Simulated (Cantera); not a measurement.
# Equilibrium for aluminium nitride and oxide growth: Al(CH₃)₃ + N₂O + N₂

A closed system holds: 1 mol Al(CH₃)₃, 2.6 mol N₂O, 14 mol N₂, held at 1223 K and 390 Pa.

Equilibrium computed with Cantera from the NASA thermochemical tables; the gas is ideal and each condensed phase is pure. Candidate condensed phases: Al, AlN, Al₂O₃, C, C₆H₆, C₇H₈, C₈H₁₈, H₂O; 148 gas species. The feed counts by its element totals alone. Kinetics and transport are ignored.

x(N₂): 0.748
x(H₂): 0.203
x(CO): 0.0495
x(HCN): 3.73e-5
x(H): 2.17e-6
x(CH₄): 2.13e-6
n(Al₂O₃(s)): 0.500 mol
n(C(graphite)): 1.90 mol
gas amount: 22.20 mol
log10 activity of Al(l) (absent): -7.84
